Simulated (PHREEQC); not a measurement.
Dissolve 0.078 mol/kgw FeSO4 at 20 °C. Closed to the air; pH follows from the charge balance.

Model: ion-association model, phreeqc.dat, run in PHREEQC.

Each row changes one thing in this solution. This is a speciation only: nothing precipitates in the calculation.

| case | pH | ionic strength (mol/kgw) | Fe+2 (mol/kgw) | SO4-2 (mol/kgw) | FeSO4 (mol/kgw) | FeOH+ (mol/kgw) | SI of Melanterite (FeSO4:7H2O) |
|---|---|---|---|---|---|---|---|
| as made | 5.92 | 0.180 | 0.0451 | 0.0451 | 0.0329 | 3.73e-6 | -1.41 |
| diluted 10-fold with water | 6.12 | 0.0238 | 0.00595 | 0.00595 | 0.00185 | 1.12e-6 | -2.67 |
| FeSO4 from 0.078 to 0.39 mol/kgw | 5.86 | 0.774 | 0.193 | 0.193 | 0.197 | 1.01e-5 | -0.60 |
| FeSO4 from 0.078 to 0.0156 mol/kgw | 6.04 | 0.0438 | 0.0109 | 0.0109 | 0.00465 | 1.57e-6 | -2.27 |
| FeSO4 from 0.078 to 0.039 mol/kgw | 5.97 | 0.0978 | 0.0245 | 0.0245 | 0.0145 | 2.53e-6 | -1.77 |
| temperature from 20 to 75 °C | 5.38 | 0.136 | 0.0340 | 0.0340 | 0.0440 | 2.81e-5 | -2.17 |
| temperature from 20 to 55 °C | 5.53 | 0.149 | 0.0372 | 0.0372 | 0.0407 | 1.40e-5 | -1.94 |
| 0.0067 mol/kgw NH4HCO3 added | 7.06 | 0.183 | 0.0428 | 0.0457 | 0.0313 | 4.86e-5 | -1.43 |
| 0.13 mol/kgw NaCl added | 5.91 | 0.324 | 0.0508 | 0.0462 | 0.0249 | 3.55e-6 | -1.53 |

The ionic strength passes 0.7 mol/kgw, the rough limit of the ion-association models, in FeSO4 from 0.078 to 0.39 mol/kgw. Complexes and solids missing from the database can't appear. Some of these states are supersaturated (in Siderite, for instance). At this temperature some constants are extrapolated from 25 °C, and those without enthalpy data are left unchanged.
